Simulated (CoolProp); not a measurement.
Vapour-liquid equilibrium of R125 (1) + R152A (2) at 7.15 °C; x and y are mole fractions of (1).

Values from CoolProp's multi-fluid Helmholtz-energy mixture model, Lemmon 2005 and Outcalt 1996; pair parameters Bell 2016.

Question: Give the bubble pressure and the first vapour's composition at x = 0.05, 0.65, 0.95. Is there an azeotrope?

Answer: x = 0.05: 0.3642 MPa, y = 0.109; x = 0.65: 0.6432 MPa, y = 0.794; x = 0.95: 0.8061 MPa, y = 0.977. No azeotrope shows between x = 0.05 and 0.95.

The pair parameters rest on a limited set of measurements; away from them the model extrapolates.
